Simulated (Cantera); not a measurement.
Adiabatic ignition

An adiabatic, constant-pressure homogeneous reactor starts with 4.28 % CH3OH, 20.1 % O2, 75.7 % N2, at 1725 K and 69000 Pa.

Cantera simulation using GRI-Mech 3.0 (53 species, 325 reactions); the numbers are that mechanism's predictions, not measurements. GRI-Mech 3.0 was tuned for natural gas; its chemistry of methanol as a main component is partial and can be far from experiment.

```
t (s)     T (K)   x CH3OH   x O2      x NO    x H2O2     x CH2     x HCO     x HCN
--------  -----  --------  -----  --------  --------  --------  --------  --------
6.00e-6    1725    0.0423  0.200  4.13e-12   2.01e-6   5.17e-7   6.20e-8  3.38e-12
1.59e-5    1726    0.0412  0.199  1.74e-11   2.60e-5   5.18e-7   5.33e-7  1.39e-11
4.19e-5    1746    0.0332  0.194  1.36e-10  0.000179   5.65e-7   9.95e-6  1.01e-10
0.000111   2047  1.53e-12  0.138   1.07e-6   1.43e-7  5.01e-11   1.17e-8   1.14e-9
0.000293   2208    <1e-12  0.128   5.05e-5   1.01e-7    <1e-12   2.27e-9    <1e-12
0.000775   2331    <1e-12  0.130  0.000203   9.18e-8    <1e-12  3.81e-10    <1e-12
0.00205    2373    <1e-12  0.131  0.000520   1.22e-7    <1e-12  1.46e-10    <1e-12
0.00542    2373    <1e-12  0.130   0.00126   1.24e-7    <1e-12  1.38e-10    <1e-12
0.0143     2370    <1e-12  0.129   0.00307   1.23e-7    <1e-12  1.34e-10    <1e-12
0.0379     2364    <1e-12  0.128   0.00676   1.20e-7    <1e-12  1.26e-10    <1e-12
0.100      2356    <1e-12  0.126    0.0113   1.17e-7    <1e-12  1.17e-10    <1e-12
0.265      2354    <1e-12  0.125    0.0130   1.16e-7    <1e-12  1.14e-10    <1e-12
0.700      2353    <1e-12  0.125    0.0130   1.16e-7    <1e-12  1.14e-10    <1e-12
```
x: mole fraction; the columns are a selection and need not sum to one.

```
Property                                                           Value
---------------------------------  -------------------------------------
time of steepest temperature rise                                95.6 µs
temperature at 0.700 s                                            2353 K
equilibrium temperature                                           2353 K
x(CH3OH) at 0.700 s                <1e-12 (gas-phase equilibrium <1e-12)
x(O2) at 0.700 s                     0.125 (gas-phase equilibrium 0.125)
x(NO) at 0.700 s                   0.0130 (gas-phase equilibrium 0.0130)
```
